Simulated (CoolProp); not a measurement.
Vapour-liquid equilibrium of dimethyl ether (1) + n-butane (2) at 34.25 °C; x and y are mole fractions of (1).

Computed with CoolProp (multi-fluid Helmholtz-energy mixture model, Wu 2011 and Bücker 2006; pair parameters Bell 2016).

Give the bubble pressure and the first vapour's composition at x = 0.05, 0.65, 0.8. Is there an azeotrope?

x = 0.05: 3.596 bar, y = 0.140; x = 0.65: 6.630 bar, y = 0.777; x = 0.8: 7.111 bar, y = 0.867. No azeotrope shows between x = 0.05 and 0.95.

The pair parameters rest on a limited set of measurements; away from them the model extrapolates.
